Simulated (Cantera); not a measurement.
An isothermal, constant-pressure homogeneous reactor starts with NO : N2 = 1 : 0.44 (molar parts), at 1725 K and 1.30 bar. Integrator tolerance rtol = 1e-08.

Detailed kinetics in Cantera: GRI-Mech 3.0 (53 species, 325 reactions).

Question: What does this change do: pressure from 1.30 bar to 0.133 bar?

Answer: 
| quantity | before | after |
|---|---|---|
| x(NO) at 200 s | 0.00733 (gas-phase equilibrium 0.00373) | 0.0647 (gas-phase equilibrium 0.00373) |
| x(N2) at 200 s | 0.649 (gas-phase equilibrium 0.651) | 0.620 (gas-phase equilibrium 0.651) |
| x(O) at 200 s | 3.00e-5 (gas-phase equilibrium 3.01e-5) | 9.00e-5 (gas-phase equilibrium 9.40e-5) |
| x(NO2) at 200 s | 3.15e-5 (gas-phase equilibrium 1.61e-5) | 8.52e-5 (gas-phase equilibrium 5.15e-6) |
| x(N2O) at 200 s | 2.39e-7 (gas-phase equilibrium 2.25e-7) | 1.42e-6 (gas-phase equilibrium 7.20e-8) |
| x(O2) at 200 s | 0.344 (gas-phase equilibrium 0.345) | 0.315 (gas-phase equilibrium 0.345) |

Question: What does this change do: temperature 1725 to 1675 K?

Answer: 
```
quantity                                          before                                    after
---------------  ---------------------------------------  ---------------------------------------
x(NO) at 200 s   0.00733 (gas-phase equilibrium 0.00373)   0.0153 (gas-phase equilibrium 0.00309)
x(N2) at 200 s       0.649 (gas-phase equilibrium 0.651)      0.645 (gas-phase equilibrium 0.651)
x(O) at 200 s    3.00e-5 (gas-phase equilibrium 3.01e-5)  1.76e-5 (gas-phase equilibrium 1.77e-5)
x(NO2) at 200 s  3.15e-5 (gas-phase equilibrium 1.61e-5)  7.35e-5 (gas-phase equilibrium 1.50e-5)
x(N2O) at 200 s  2.39e-7 (gas-phase equilibrium 2.25e-7)  2.68e-7 (gas-phase equilibrium 1.88e-7)
x(O2) at 200 s       0.344 (gas-phase equilibrium 0.345)      0.340 (gas-phase equilibrium 0.346)
```
